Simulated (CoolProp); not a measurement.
Vapour-liquid equilibrium of R141b (1) + n-pentane (2) at 254.1 K; x and y are mole fractions of (1).

Values from CoolProp's multi-fluid Helmholtz-energy mixture model, Lemmon 2006 and Thol 2019; pair parameters Bell 2016.

```json
[
 {"x": "0.05", "bubble pressure, mixture model (MPa)": "0.01001", "bubble pressure, Raoult's law (MPa)": "0.009580", "y, mixture model": "0.095", "y, Raoult's law": "0.057"},
 {"x": "0.15", "bubble pressure, mixture model (MPa)": "0.01074", "bubble pressure, Raoult's law (MPa)": "0.009720", "y, mixture model": "0.234", "y, Raoult's law": "0.168"},
 {"x": "0.25", "bubble pressure, mixture model (MPa)": "0.01121", "bubble pressure, Raoult's law (MPa)": "0.009859", "y, mixture model": "0.334", "y, Raoult's law": "0.277"},
 {"x": "0.35", "bubble pressure, mixture model (MPa)": "0.01151", "bubble pressure, Raoult's law (MPa)": "0.009999", "y, mixture model": "…", "y, Raoult's law": "0.382"},
 {"x": "0.45", "bubble pressure, mixture model (MPa)": "0.01170", "bubble pressure, Raoult's law (MPa)": "0.01014", "y, mixture model": "…", "y, Raoult's law": "0.484"},
 {"x": "0.55", "bubble pressure, mixture model (MPa)": "0.01178", "bubble pressure, Raoult's law (MPa)": "0.01028", "y, mixture model": "0.561", "y, Raoult's law": "0.584"},
 {"x": "0.65", "bubble pressure, mixture model (MPa)": "0.01178", "bubble pressure, Raoult's law (MPa)": "0.01042", "y, mixture model": "0.637", "y, Raoult's law": "0.680"},
 {"x": "0.75", "bubble pressure, mixture model (MPa)": "…", "bubble pressure, Raoult's law (MPa)": "0.01056", "y, mixture model": "0.720", "y, Raoult's law": "0.775"},
 {"x": "0.85", "bubble pressure, mixture model (MPa)": "…", "bubble pressure, Raoult's law (MPa)": "0.01070", "y, mixture model": "0.817", "y, Raoult's law": "0.867"},
 {"x": "0.95", "bubble pressure, mixture model (MPa)": "0.01113", "bubble pressure, Raoult's law (MPa)": "0.01084", "y, mixture model": "0.932", "y, Raoult's law": "0.956"}
]
```

Problem. Fill in the missing entries.

Solution. 
- 0.35, y, mixture model: 0.416
- 0.45, y, mixture model: 0.489
- 0.75, bubble pressure, mixture model (MPa): 0.01167
- 0.85, bubble pressure, mixture model (MPa): 0.01146

The largest gap from Raoult's law is +15.4 % in bubble pressure, at x = 0.45. y crosses x between x = 0.55 and 0.65: the model has an azeotrope there.

Pair parameters are fitted to limited data, so mixtures are less certain than the pure fluids.
